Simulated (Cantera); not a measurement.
## Ignition delay

Mixture: 8.42 % CH4, 13.5 % O2, 78.1 % N2, equivalence ratio 1.2, at 1.00 bar, adiabatic and at constant volume. Ignition delay is the time to a rise of 400 K.

Model: GRI-Mech 3.0 (53 species, 325 reactions), integrated in Cantera.

```
T0 (K)  delay (ms)
------  ----------
1125           229
1200          74.8
1275          26.4
1350          10.0
1425          4.04
1500          1.76
1575         0.829
1650         0.427
```

```json
{
  "apparent activation energy between 1500 and 1650 K": "190 kJ/mol"
}
```
